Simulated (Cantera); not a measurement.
Input (Python, Cantera) and output of one run.

```python
import numpy as np
import cantera as ct

gas_names = """
    H H2 N NH NH2 NH3 N2 N2H2 N2H4 Si SiH SiH2 SiH3 SiH4 SiN Si2 Si2N Si3
""".split()
cond_names = """
    Si(cr) Si(L) Si3N4(a)
""".split()


# ... load() reads the species with a 1 bar reference pressure and builds the phases ...
atoms = {
    'Si': {'Si': 1},
    'NH3': {'N': 1, 'H': 3},
    'H2': {'H': 2},
}
top_T = {'Si3N4(a)': 2400}  # K; cautious upper limits of use, not melting points


# ... equilibrate(T, P, feed) seeds the gas with the atoms and calls Mixture.equilibrate('TP', solver="vcs", rtol=1e-11, max_steps=5000) ...
results = []
feed = {'Si': 1, 'NH3': 0.12, 'H2': 10}  # mol
for P in [10, 41, 160, 670, 2700, 11000, 45000, 180000, 740000, 3000000]:
    for T in [798, 848, 898, 948, 998, 1048, 1098, 1148, 1198, 1248, 1298, 1348, 1398, 1448]:
        mix = equilibrate(T, P, feed)
        results.append((T, P, feed, dict(zip(mix.species_names, mix.species_moles))))

for T, P, feed, n in results:
    print(f"{T:7g} {P:10.4g}  " + (" + ".join(c for c in cond_names if n.get(c, 0) > 1e-12) or "gas only"))
```

Result:

```
    798         10  Si(cr) + Si3N4(a)
    848         10  Si(cr) + Si3N4(a)
    898         10  Si(cr) + Si3N4(a)
    948         10  Si(cr) + Si3N4(a)
    998         10  Si(cr) + Si3N4(a)
   1048         10  Si(cr) + Si3N4(a)
   1098         10  Si(cr) + Si3N4(a)
   1148         10  Si(cr) + Si3N4(a)
   1198         10  Si(cr) + Si3N4(a)
   1248         10  Si(cr) + Si3N4(a)
   1298         10  Si(cr) + Si3N4(a)
   1348         10  Si(cr)
   1398         10  Si(cr)
   1448         10  Si(cr)
    798         41  Si(cr) + Si3N4(a)
    848         41  Si(cr) + Si3N4(a)
    898         41  Si(cr) + Si3N4(a)
    948         41  Si(cr) + Si3N4(a)
    998         41  Si(cr) + Si3N4(a)
   1048         41  Si(cr) + Si3N4(a)
   1098         41  Si(cr) + Si3N4(a)
   1148         41  Si(cr) + Si3N4(a)
   1198         41  Si(cr) + Si3N4(a)
   1248         41  Si(cr) + Si3N4(a)
   1298         41  Si(cr) + Si3N4(a)
   1348         41  Si(cr) + Si3N4(a)
   1398         41  Si(cr)
   1448         41  Si(cr)
    798        160  Si(cr) + Si3N4(a)
    848        160  Si(cr) + Si3N4(a)
    898        160  Si(cr) + Si3N4(a)
    948        160  Si(cr) + Si3N4(a)
    998        160  Si(cr) + Si3N4(a)
   1048        160  Si(cr) + Si3N4(a)
   1098        160  Si(cr) + Si3N4(a)
   1148        160  Si(cr) + Si3N4(a)
   1198        160  Si(cr) + Si3N4(a)
   1248        160  Si(cr) + Si3N4(a)
   1298        160  Si(cr) + Si3N4(a)
   1348        160  Si(cr) + Si3N4(a)
   1398        160  Si(cr) + Si3N4(a)
   1448        160  Si(cr)
    798        670  Si(cr) + Si3N4(a)
    848        670  Si(cr) + Si3N4(a)
    898        670  Si(cr) + Si3N4(a)
    948        670  Si(cr) + Si3N4(a)
    998        670  Si(cr) + Si3N4(a)
   1048        670  Si(cr) + Si3N4(a)
   1098        670  Si(cr) + Si3N4(a)
   1148        670  Si(cr) + Si3N4(a)
   1198        670  Si(cr) + Si3N4(a)
   1248        670  Si(cr) + Si3N4(a)
   1298        670  Si(cr) + Si3N4(a)
   1348        670  Si(cr) + Si3N4(a)
   1398        670  Si(cr) + Si3N4(a)
   1448        670  Si(cr) + Si3N4(a)
    798       2700  Si(cr) + Si3N4(a)
    848       2700  Si(cr) + Si3N4(a)
    898       2700  Si(cr) + Si3N4(a)
    948       2700  Si(cr) + Si3N4(a)
    998       2700  Si(cr) + Si3N4(a)
   1048       2700  Si(cr) + Si3N4(a)
   1098       2700  Si(cr) + Si3N4(a)
   1148       2700  Si(cr) + Si3N4(a)
   1198       2700  Si(cr) + Si3N4(a)
   1248       2700  Si(cr) + Si3N4(a)
   1298       2700  Si(cr) + Si3N4(a)
   1348       2700  Si(cr) + Si3N4(a)
   1398       2700  Si(cr) + Si3N4(a)
   1448       2700  Si(cr) + Si3N4(a)
    798    1.1e+04  Si(cr) + Si3N4(a)
    848    1.1e+04  Si(cr) + Si3N4(a)
    898    1.1e+04  Si(cr) + Si3N4(a)
    948    1.1e+04  Si(cr) + Si3N4(a)
    998    1.1e+04  Si(cr) + Si3N4(a)
   1048    1.1e+04  Si(cr) + Si3N4(a)
   1098    1.1e+04  Si(cr) + Si3N4(a)
   1148    1.1e+04  Si(cr) + Si3N4(a)
   1198    1.1e+04  Si(cr) + Si3N4(a)
   1248    1.1e+04  Si(cr) + Si3N4(a)
   1298    1.1e+04  Si(cr) + Si3N4(a)
   1348    1.1e+04  Si(cr) + Si3N4(a)
   1398    1.1e+04  Si(cr) + Si3N4(a)
   1448    1.1e+04  Si(cr) + Si3N4(a)
    798    4.5e+04  Si(cr) + Si3N4(a)
    848    4.5e+04  Si(cr) + Si3N4(a)
    898    4.5e+04  Si(cr) + Si3N4(a)
    948    4.5e+04  Si(cr) + Si3N4(a)
    998    4.5e+04  Si(cr) + Si3N4(a)
   1048    4.5e+04  Si(cr) + Si3N4(a)
   1098    4.5e+04  Si(cr) + Si3N4(a)
   1148    4.5e+04  Si(cr) + Si3N4(a)
   1198    4.5e+04  Si(cr) + Si3N4(a)
   1248    4.5e+04  Si(cr) + Si3N4(a)
   1298    4.5e+04  Si(cr) + Si3N4(a)
   1348    4.5e+04  Si(cr) + Si3N4(a)
   1398    4.5e+04  Si(cr) + Si3N4(a)
   1448    4.5e+04  Si(cr) + Si3N4(a)
    798    1.8e+05  Si(cr) + Si3N4(a)
    848    1.8e+05  Si(cr) + Si3N4(a)
    898    1.8e+05  Si(cr) + Si3N4(a)
    948    1.8e+05  Si(cr) + Si3N4(a)
    998    1.8e+05  Si(cr) + Si3N4(a)
   1048    1.8e+05  Si(cr) + Si3N4(a)
   1098    1.8e+05  Si(cr) + Si3N4(a)
   1148    1.8e+05  Si(cr) + Si3N4(a)
   1198    1.8e+05  Si(cr) + Si3N4(a)
   1248    1.8e+05  Si(cr) + Si3N4(a)
   1298    1.8e+05  Si(cr) + Si3N4(a)
   1348    1.8e+05  Si(cr) + Si3N4(a)
   1398    1.8e+05  Si(cr) + Si3N4(a)
   1448    1.8e+05  Si(cr) + Si3N4(a)
    798    7.4e+05  Si(cr) + Si3N4(a)
    848    7.4e+05  Si(cr) + Si3N4(a)
    898    7.4e+05  Si(cr) + Si3N4(a)
    948    7.4e+05  Si(cr) + Si3N4(a)
    998    7.4e+05  Si(cr) + Si3N4(a)
   1048    7.4e+05  Si(cr) + Si3N4(a)
   1098    7.4e+05  Si(cr) + Si3N4(a)
   1148    7.4e+05  Si(cr) + Si3N4(a)
   1198    7.4e+05  Si(cr) + Si3N4(a)
   1248    7.4e+05  Si(cr) + Si3N4(a)
   1298    7.4e+05  Si(cr) + Si3N4(a)
   1348    7.4e+05  Si(cr) + Si3N4(a)
   1398    7.4e+05  Si(cr) + Si3N4(a)
   1448    7.4e+05  Si(cr) + Si3N4(a)
    798      3e+06  Si(cr) + Si3N4(a)
    848      3e+06  Si(cr) + Si3N4(a)
    898      3e+06  Si(cr) + Si3N4(a)
    948      3e+06  Si(cr) + Si3N4(a)
    998      3e+06  Si(cr) + Si3N4(a)
   1048      3e+06  Si(cr) + Si3N4(a)
   1098      3e+06  Si(cr) + Si3N4(a)
   1148      3e+06  Si(cr) + Si3N4(a)
   1198      3e+06  Si(cr) + Si3N4(a)
   1248      3e+06  Si(cr) + Si3N4(a)
   1298      3e+06  Si(cr) + Si3N4(a)
   1348      3e+06  Si(cr) + Si3N4(a)
   1398      3e+06  Si(cr) + Si3N4(a)
   1448      3e+06  Si(cr) + Si3N4(a)
```

Equilibrium computed with Cantera from the NASA thermochemical tables; the gas is ideal and each condensed phase is pure. Mutual solubility and eutectic melting of coexisting phases are not modelled.
